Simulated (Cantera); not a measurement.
Input (Python, Cantera) and output of one run.

```python
import numpy as np
import cantera as ct

gas_names = """
    F FO FO2 F2 F2O H HF HOF HO2 H2 H2F2 H2O H2O2 H3F3 H4F4 H5F5 H6F6 H7F7 O OH O2 O3 Si SiF SiF2 SiF3
    SiF4 SiH SiHF3 SiH2 SiH2F2 SiH3 SiH3F SiH4 SiO SiO2 Si2 Si3
""".split()
cond_names = """
    H2O(s) H2O(L) Si(cr) Si(L) SiO2(Lqz) SiO2(hqz) SiO2(L)
""".split()


# ... load() reads the species with a 1 bar reference pressure and builds the phases ...
atoms = {
    'SiF4': {'Si': 1, 'F': 4},
    'O3': {'O': 3},
    'H2': {'H': 2},
}
top_T = {}  # K; cautious upper limits of use, not melting points


# ... equilibrate(T, P, feed) seeds the gas with the atoms and calls Mixture.equilibrate('TP', solver="vcs", rtol=1e-11, max_steps=5000) ...
results = []
feed = {'SiF4': 1, 'O3': 1.8, 'H2': 2.6}  # mol
P = 5600  # Pa
for T in [823, 973, 1123, 1273, 1423, 1573, 1723, 1873, 2023]:
    mix = equilibrate(T, P, feed)
    results.append((T, P, feed, dict(zip(mix.species_names, mix.species_moles))))

top = {s: max(r[3][s] / sum(r[3][g] for g in gas_names) for r in results) for s in gas_names}
cols = sorted((s for s in top if top[s] > 1e-06), key=lambda s: -top[s])[:6]
seen = [c for c in cond_names if any(r[3].get(c, 0) > 1e-12 for r in results)]
print("log10 of partial pressures in bar; condensed amounts in mol")
print(f"{'T/K':>10s}" + "".join(f"{s[:9]:>10s}" for s in cols + seen))
for T, P, feed, n in results:
    ng = sum(n[g] for g in gas_names)
    print(f"{T:10.4g}" + "".join(f"{np.log10(max(n[s] / ng * P / 1e5, 1e-99)):10.3f}" for s in cols)
          + "".join(f"{n.get(c, 0):10.4g}" for c in seen))
```

Output:

```
log10 of partial pressures in bar; condensed amounts in mol
       T/K        HF       H2O        O2      SiF4        OH         O SiO2(Lqz) SiO2(hqz)   SiO2(L)
       823    -1.852    -1.693    -1.833    -2.156    -9.399   -13.555    0.3348         0         0
       973    -1.680    -1.797    -1.847    -2.307    -7.866   -11.093         0    0.5148         0
      1123    -1.580    -1.901    -1.859    -2.479    -6.755    -9.286         0    0.6646         0
      1273    -1.522    -1.992    -1.867    -2.661    -5.911    -7.902         0    0.7747         0
      1423    -1.487    -2.066    -1.873    -2.846    -5.245    -6.807         0    0.8509         0
      1573    -1.466    -2.122    -1.877    -3.031    -4.704    -5.920         0    0.9018         0
      1723    -1.452    -2.164    -1.880    -3.216    -4.255    -5.185         0         0    0.9355
      1873    -1.444    -2.197    -1.883    -3.406    -3.877    -4.568         0         0    0.9581
      2023    -1.439    -2.224    -1.886    -3.586    -3.555    -4.042         0         0     0.972
```

Method: chemical equilibrium by Gibbs-energy minimisation in Cantera with the NASA 1993 tables (ideal gas, pure condensed phases). The tables' values for SiF3 are old estimates; treat these amounts as uncertain. The tables hold silica as quartz up to 1696 K and as liquid above; real silica turns to tridymite and cristobalite and melts near 1996 K. Gases not in the tables: Si(OH)4.
